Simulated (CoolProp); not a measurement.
Vapour-liquid equilibrium of toluene (1) + o-xylene (2) at 0.0944 MPa; x and y are mole fractions of (1).

Computed with CoolProp (multi-fluid Helmholtz-energy mixture model, Lemmon 2006 and Zhou 2012; pair parameters Bell 2016).

```tsv
x	bubble temperature (°C)	y at the bubble point	dew temperature at overall composition x (°C)	liquid density (mol/L)
0.05	139.3	0.107	140.6	7.332
0.125	135.9	0.250	138.9	7.423
0.2	132.6	0.373	137.1	7.513
0.275	129.5	0.479	135.2	7.603
0.35	126.5	0.570	133.2	7.693
0.425	123.8	0.648	131.1	7.783
0.5	121.3	0.716	128.8	7.872
0.575	118.9	0.774	126.4	7.962
0.65	116.7	0.825	123.8	8.052
0.725	114.7	0.870	120.9	8.143
0.8	112.8	0.911	117.8	8.234
0.875	110.9	0.947	114.5	8.327
0.95	109.2	0.979	110.8	8.420
```

No azeotrope shows between x = 0.05 and 0.95.

The pair parameters rest on a limited set of measurements; away from them the model extrapolates.
